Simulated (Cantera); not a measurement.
Feed: 1 mol CS₂, 0.046 mol H₂, 1.4 mol N₂, 2.7 mol O₂, at 2552 °C and 1.33 mbar.

Equilibrium computed with Cantera from the NASA thermochemical tables; the gas is ideal and each condensed phase is pure. Rates play no part.

```csv
species,before,after
SO₂,0.0321,0.393
N₂,0.192,0.326
CO₂,0.00582,0.229
O,0.328,<1e-9
O₂,0.0399,<1e-9
H,0.0118,5.69e-9
S,0.116,2.20e-7
H₂O,7.04e-6,0.0104
SO,0.130,0.000261
S₂,0.000838,0.0360
CO,0.134,0.00409
NO,0.00819,<1e-9
OH,0.00103,1.12e-9
N,5.04e-5,<1e-9
H₂S,2.95e-9,8.86e-5
SN,1.28e-5,<1e-9
COS,7.11e-7,5.71e-5
```
Gas species are given as mole fractions.

Q: Which change was made?
(A) temperature from 2552 °C to 952 °C
(B) temperature from 2552 °C to 802 °C
(C) temperature from 2552 °C to 1100 °C
(D) N₂ from 1.4 to 18 mol

A: B, temperature from 2552 °C to 802 °C. Gases not in the tables: S₃ to S₇
